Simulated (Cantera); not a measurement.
A closed system holds: 1 mol CH4, 4.6 mol H2O, 0.033 mol CO2, held at 4.10 bar.

These are equilibrium values from Cantera (NASA tables, ideal gas, pure condensed phases), not measurements of a reactor. Candidate condensed phases: C, C6H6, C7H8, C8H18, H2O; 110 gas species. Kinetics and transport are ignored. All values below are at 1602 °C.

Base state: H2O 0.448, H2 0.417, CO 0.107, CO2 0.0280, H 0.000209, OH 1.75e-5 (mole fractions); condensed: gas only.

Question: What changes in the equilibrium state with this change: CO2 from 0.033 to 1.6 mol?

Answer: 
| species | before | after |
|---|---|---|
| H2O | 0.448 | 0.474 |
| H2 | 0.417 | 0.243 |
| CO | 0.107 | 0.192 |
| CO2 | 0.0280 | 0.0909 |
| OH | 1.75e-5 | 2.43e-5 |
| H | 0.000209 | 0.000160 |
